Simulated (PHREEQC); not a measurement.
A column of 0.2 m (30 cells, dispersivity 0.01 m, 300 s a shift, diffusion coefficient 3e-10 m²/s) holds 0.085 eq of the database's cation exchanger X per kg of pore water, first in equilibrium with 0.045 mol/kgw LiCl, 0.0014 mol/kgw ZnCl2, 0.024 mol/kgw MgCl2 and 1e-05 mol/kgw HCl. It is flushed with 1.3 mmol/kgw BaCl2, 4.5 mmol/kgw CdCl2, 22 mmol/kgw NaCl and 0.01 mmol/kgw HCl, at 40 °C. Values are for the last cell. CO2 from the air is kept out. Nothing may precipitate in this run.

Computed with PHREEQC (ion-association model, phreeqc.dat).

Question: Predict Cd in solution (mol/kgw), Li in solution (mol/kgw), Ba in solution (mol/kgw) at pore volumes = 3.217, 6.15, 6.683, 7.75.

Answer: 
| pore volumes | Cd in solution (mol/kgw) | Li in solution (mol/kgw) | Ba in solution (mol/kgw) |
|---|---|---|---|
| 3.217 | 0.000845 | 8.57e-5 | 6.05e-8 |
| 6.15 | 0.00287 | 1.04e-8 | 5.44e-6 |
| 6.683 | 0.00315 | 2.02e-9 | 9.04e-6 |
| 7.75 | 0.00362 | 7.54e-11 | 2.15e-5 |

Constants without temperature data keep their 25 °C values here.
